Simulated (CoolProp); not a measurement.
Saturated liquid density (kg/m³) of nitrous oxide: the reference equation beside estimates from Tc = 309.5 K, pc = 7245 kPa, ω = 0.161.

Model: reference Helmholtz-energy equation of state, Lemmon 2006, in CoolProp. It is a short technical equation, of lower accuracy than the large ones.

```json
[
 {"T (K)": "242.6", "reference": "1040", "Redlich-Kwong": "924.4", "Peng-Robinson": "1078"},
 {"T (K)": "250.9", "reference": "1007", "Redlich-Kwong": "887.4", "Peng-Robinson": "1037"},
 {"T (K)": "259.1", "reference": "972.9", "Redlich-Kwong": "848.0", "Peng-Robinson": "991.8"},
 {"T (K)": "267.3", "reference": "935.7", "Redlich-Kwong": "805.1", "Peng-Robinson": "941.9"},
 {"T (K)": "275.6", "reference": "894.4", "Redlich-Kwong": "757.2", "Peng-Robinson": "885.1"},
 {"T (K)": "283.8", "reference": "848.3", "Redlich-Kwong": "704.0", "Peng-Robinson": "820.7"},
 {"T (K)": "292", "reference": "793.8", "Redlich-Kwong": "642.1", "Peng-Robinson": "744.3"},
 {"T (K)": "300.2", "reference": "722.6", "Redlich-Kwong": "564.7", "Peng-Robinson": "647.1"}
]
```

Absolute difference from the reference over all 8 rows, mean and median: Redlich-Kwong 15.4 and 14.6 %, Peng-Robinson 3.8 and 3.1 %.
